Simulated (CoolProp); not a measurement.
Vapour-liquid equilibrium of benzene (1) + cyclohexane (2) at 189.45 °C; x and y are mole fractions of (1).

Computed with CoolProp (multi-fluid Helmholtz-energy mixture model, Thol 2012 and Zhou 2014; pair parameters Bell 2016).

```
x     bubble pressure (MPa)  y at the bubble point  dew pressure at overall composition x (MPa)  liquid density (mol/L)
----  ---------------------  ---------------------  -------------------------------------------  ----------------------
0.05                  1.152                  0.061                                          ___                     ___
0.2                     ___                  0.228                                        1.191                   7.271
0.35                  1.230                  0.376                                        1.225                   7.467
0.5                   1.250                  0.515                                          ___                   7.686
0.65                  1.256                  0.649                                        1.256                   7.933
0.8                   1.248                  0.788                                        1.247                   8.210
0.95                  1.222                  0.943                                        1.220                   8.519
```

Question: Complete the blanks.

Answer: 
- 0.05, dew pressure at overall composition x (MPa): 1.149
- 0.05, liquid density (mol/L): 7.095
- 0.2, bubble pressure (MPa): 1.198
- 0.5, dew pressure at overall composition x (MPa): 1.249

y crosses x between x = 0.5 and 0.65: the model has an azeotrope there.

The pair parameters rest on a limited set of measurements; away from them the model extrapolates.
